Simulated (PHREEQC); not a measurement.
A solution holds 0.0057 mol/kgw H2SO4, 0.028 mol/kgw Al2(SO4)3 and 0.00064 mol/kgw MgSO4, at 20 °C. Closed to the air; pH follows from the charge balance.

Computed with PHREEQC (ion-association model, phreeqc.dat).

### Question
The ionic strength comes out as 0.110 mol/kgw. What activity coefficients do H+, SO4-2, Mg+2, Al+3, AlHSO4+2 get?

### Answer
H+ 0.82, SO4-2 0.36, Mg+2 0.40, Al+3 0.17, AlHSO4+2 0.37.

No solid was allowed to form.
